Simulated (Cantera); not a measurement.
An isothermal, constant-pressure homogeneous reactor starts with C2H6 : H2 = 1 : 2.6 (molar parts), at 1350 K and 29.3 Torr.

Cantera simulation using GRI-Mech 3.0 (53 species, 325 reactions); the numbers are that mechanism's predictions, not measurements. GRI-Mech 3.0 stops at C3 and has no aromatics, soot or wall deposition, so with more carbon than oxygen in the feed, carbon stays in small species such as C2H2 where larger ones or solid carbon would form. Radical loss at walls, strong at low pressure, is not modelled.

Question: Predict: x(C2H6) at 2.00 s; x(H2) at 2.00 s; x(CH3) at 2.00 s; x(H) at 2.00 s.

Answer: 
- x(C2H6) at 2.00 s: 1.67e-5 (gas-phase equilibrium 6.66e-6)
- x(H2) at 2.00 s: 0.740 (gas-phase equilibrium 0.783)
- x(CH3) at 2.00 s: 2.51e-5 (gas-phase equilibrium 1.48e-5)
- x(H) at 2.00 s: 8.08e-6 (gas-phase equilibrium 1.08e-5)
